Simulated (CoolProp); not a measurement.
R125 along the isotherm 317.3 K: density (kg/m³) from the reference equation and from simpler models built on Tc = 339.2 K, pc = 36.18 bar, ω = 0.305; each cubic takes its own stable root.

Model: reference Helmholtz-energy equation of state, Lemmon 2005, in CoolProp.

```tsv
p (bar)	phase	reference
0.572	gas	2.620
1.3	gas	6.009
2.96	gas	13.97
6.74	gas	33.56
15.3	gas	89.36
34.9	liquid	1093
79.5	liquid	1171
181	liquid	1263
```

Problem. How far does each simpler model (Redlich-Kwong, Soave-Redlich-Kwong, Peng-Robinson) lie from the reference over these 8 states: mean and median of the absolute difference, and the worst?

Solution. 
- Redlich-Kwong: mean 5.4 %, median 1.3 %, worst -19.0 % at 317.3 K and 34.9 bar
- Soave-Redlich-Kwong: mean 4.3 %, median 0.6 %, worst -15.0 % at 317.3 K and 34.9 bar
- Peng-Robinson: mean 1.3 %, median 0.5 %, worst -4.3 % at 317.3 K and 34.9 bar
